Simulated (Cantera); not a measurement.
## MgO + HCl + O₂ (oxide etching and cleaning by halides)

Charge: 1 mol MgO, 51 mol HCl, 0.075 mol O₂, equilibrated at 1473.15 K and 1.10 Pa.

Method: chemical equilibrium by Gibbs-energy minimisation in Cantera with the NASA 1993 tables (ideal gas, pure condensed phases). Candidate condensed phases: H₂O, Mg, MgCl₂, MgO, Mg(OH)₂; 22 gas species. Kinetics and transport are ignored.

- x(HCl) = 0.920
- x(Cl) = 0.0276
- x(H₂O) = 0.0222
- x(MgCl₂) = 0.0193
- x(H₂) = 0.0107
- x(H) = 0.000395
- x(OH) = 2.14e-5
- x(Cl₂) = 3.54e-6
- x(MgCl) = 2.74e-6
- gas amount = 51.72 mol
- log10 activity of Mg(l) (absent) = -10.94
